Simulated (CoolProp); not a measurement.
A Linde-Hampson liquefier for carbon monoxide: isothermal reversible compression at 280 K from 1 atm to 20 MPa, throttling to 1 atm, return gas leaving the recuperator 5 K below the feed. Each further row changes one setting.

Computed with CoolProp (reference Helmholtz-energy equation of state, Lemmon 2006). It is a short technical equation, of lower accuracy than the large ones.

```json
[
 {"case": "as stated", "liquid yield per pass": "[?]", "compression work (kJ/kg of gas)": "436"},
 {"case": "high pressure 40 MPa", "liquid yield per pass": "[?]", "compression work (kJ/kg of gas)": "500"},
 {"case": "warm-end temperature 310 K", "liquid yield per pass": "0.066", "compression work (kJ/kg of gas)": "[?]"},
 {"case": "warm-end gap 10 K", "liquid yield per pass": "0.081", "compression work (kJ/kg of gas)": "436"}
]
```

Task: Fill in the missing entries.

Result: 
- as stated, liquid yield per pass: 0.093
- high pressure 40 MPa, liquid yield per pass: 0.117
- warm-end temperature 310 K, compression work (kJ/kg of gas): 487
